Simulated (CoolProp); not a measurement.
Vapour-liquid equilibrium of n-octane (1) + n-dodecane (2) at 523.2 K; x and y are mole fractions of (1).

The numbers come from the multi-fluid Helmholtz-energy mixture model, Beckmüller 2019 and Lemmon 2004; pair parameters Bell 2016 in CoolProp.

| x | bubble pressure, mixture model (MPa) | bubble pressure, Raoult's law (MPa) | y, mixture model | y, Raoult's law |
|---|---|---|---|---|
| 0.05 | 0.2512 | 0.2663 | [?] | 0.242 |
| 0.15 | 0.3325 | 0.3738 | 0.417 | 0.517 |
| 0.25 | 0.4194 | 0.4813 | [?] | 0.669 |
| 0.35 | 0.5122 | 0.5887 | 0.683 | 0.765 |
| 0.45 | 0.6112 | 0.6962 | 0.763 | 0.832 |
| 0.55 | 0.7165 | 0.8037 | 0.826 | 0.881 |
| 0.65 | [?] | 0.9111 | 0.876 | 0.918 |
| 0.75 | 0.9479 | 1.019 | 0.917 | 0.948 |
| 0.85 | [?] | 1.126 | 0.953 | 0.972 |
| 0.95 | 1.213 | 1.234 | [?] | 0.991 |

Task: Some entries are withheld; supply them.

Result: 
- 0.05, y, mixture model: 0.177
- 0.25, y, mixture model: 0.573
- 0.65, bubble pressure, mixture model (MPa): 0.8286
- 0.85, bubble pressure, mixture model (MPa): 1.075
- 0.95, y, mixture model: 0.985

The largest gap from Raoult's law is -13.0 % in bubble pressure, at x = 0.35. No azeotrope shows between x = 0.05 and 0.95.

Pair parameters are fitted to limited data, so mixtures are less certain than the pure fluids.
